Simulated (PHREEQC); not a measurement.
## Buffer: an equilibrium model

Consider water at 51 °C with 0.0014 mol H3PO4, 3.9e-05 mol KOH and 0.2 mol NaCl per kg of water. Closed to the air; pH follows from the charge balance.

Equilibrium calculation in PHREEQC: ion-association model, phreeqc.dat.

Each row changes one thing in this solution. Precipitation was switched off in this run.

| case | pH | H2PO4- (mol/kgw) | H3PO4 (mol/kgw) | HPO4-2 (mol/kgw) | NaHPO4- (mol/kgw) | SI of Halite (NaCl) | SI of Sylvite (KCl) |
|---|---|---|---|---|---|---|---|
| as made | 3.02 | 0.00124 | 0.000161 | 2.43e-7 | 2.67e-8 | -3.27 | -6.43 |
| KOH from 3.9e-05 to 7.8e-06 mol/kgw | 3.01 | 0.00123 | 0.000165 | 2.36e-7 | 2.60e-8 | -3.27 | -7.13 |
| KOH from 3.9e-05 to 1.95e-05 mol/kgw | 3.02 | 0.00124 | 0.000163 | 2.39e-7 | 2.62e-8 | -3.27 | -6.74 |
| KOH from 3.9e-05 to 3.51e-05 mol/kgw | 3.02 | 0.00124 | [?] | 2.42e-7 | 2.66e-8 | -3.27 | -6.48 |
| temperature from 51 to 55 °C | 3.03 | 0.00123 | 0.000166 | 2.49e-7 | 2.71e-8 | -3.28 | -6.45 |
| NaCl from 0.2 to 1 mol/kgw | 3.04 | 0.00128 | 0.000117 | 4.08e-7 | 1.39e-7 | -1.96 | -5.89 |
| temperature from 51 to 45 °C | 3.02 | 0.00125 | 0.000154 | 2.33e-7 | 2.59e-8 | -3.26 | -6.41 |
| diluted 10-fold with water | 3.93 | 0.000137 | [?] | 1.26e-7 | 2.79e-9 | -5.11 | -8.26 |

What belongs in the gaps?


- KOH from 3.9e-05 to 3.51e-05 mol/kgw, H3PO4 (mol/kgw): 0.000162
- diluted 10-fold with water, H3PO4 (mol/kgw): 2.74e-6

The ionic strength passes 0.7 mol/kgw, the rough limit of the ion-association models, in NaCl from 0.2 to 1 mol/kgw. Species that the database lacks are ignored. Away from 25 °C the constants follow the database's enthalpies or fits; those with neither stay at their 25 °C values.
